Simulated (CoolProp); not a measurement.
Vapour-liquid equilibrium of benzene (1) + ethanol (2) at 328.4 K; x and y are mole fractions of (1).

Values from CoolProp's multi-fluid Helmholtz-energy mixture model, Thol 2012 and Schroeder 2014; pair parameters Bell 2016.

```json
[
 {"x": "0.05", "bubble pressure, mixture model (kPa)": "43.39", "bubble pressure, Raoult's law (kPa)": "37.98", "y, mixture model": "0.173", "y, Raoult's law": "0.058"},
 {"x": "0.125", "bubble pressure, mixture model (kPa)": "50.80", "bubble pressure, Raoult's law (kPa)": "38.45", "y, mixture model": "0.342", "y, Raoult's law": "0.143"},
 {"x": "0.2", "bubble pressure, mixture model (kPa)": "56.26", "bubble pressure, Raoult's law (kPa)": "38.93", "y, mixture model": "0.444", "y, Raoult's law": "0.226"},
 {"x": "0.275", "bubble pressure, mixture model (kPa)": "59.76", "bubble pressure, Raoult's law (kPa)": "39.41", "y, mixture model": "0.505", "y, Raoult's law": "0.307"},
 {"x": "0.35", "bubble pressure, mixture model (kPa)": "61.70", "bubble pressure, Raoult's law (kPa)": "39.89", "y, mixture model": "0.541", "y, Raoult's law": "0.386"},
 {"x": "0.425", "bubble pressure, mixture model (kPa)": "62.60", "bubble pressure, Raoult's law (kPa)": "40.37", "y, mixture model": "0.562", "y, Raoult's law": "0.464"},
 {"x": "0.5", "bubble pressure, mixture model (kPa)": "62.93", "bubble pressure, Raoult's law (kPa)": "40.85", "y, mixture model": "0.573", "y, Raoult's law": "0.539"},
 {"x": "0.575", "bubble pressure, mixture model (kPa)": "63.01", "bubble pressure, Raoult's law (kPa)": "41.33", "y, mixture model": "0.581", "y, Raoult's law": "0.613"},
 {"x": "0.65", "bubble pressure, mixture model (kPa)": "62.95", "bubble pressure, Raoult's law (kPa)": "41.81", "y, mixture model": "0.588", "y, Raoult's law": "0.685"},
 {"x": "0.725", "bubble pressure, mixture model (kPa)": "62.61", "bubble pressure, Raoult's law (kPa)": "42.29", "y, mixture model": "0.601", "y, Raoult's law": "0.755"},
 {"x": "0.8", "bubble pressure, mixture model (kPa)": "61.51", "bubble pressure, Raoult's law (kPa)": "42.77", "y, mixture model": "0.627", "y, Raoult's law": "0.824"},
 {"x": "0.875", "bubble pressure, mixture model (kPa)": "58.62", "bubble pressure, Raoult's law (kPa)": "43.24", "y, mixture model": "0.684", "y, Raoult's law": "0.891"},
 {"x": "0.95", "bubble pressure, mixture model (kPa)": "52.05", "bubble pressure, Raoult's law (kPa)": "43.72", "y, mixture model": "0.811", "y, Raoult's law": "0.957"}
]
```

The largest gap from Raoult's law is +55.1 % in bubble pressure, at x = 0.425. y crosses x between x = 0.575 and 0.65: the model has an azeotrope there.

The pair parameters rest on a limited set of measurements; away from them the model extrapolates. With so large a gap from Raoult's law the liquid may split in two, which this calculation doesn't test in full.
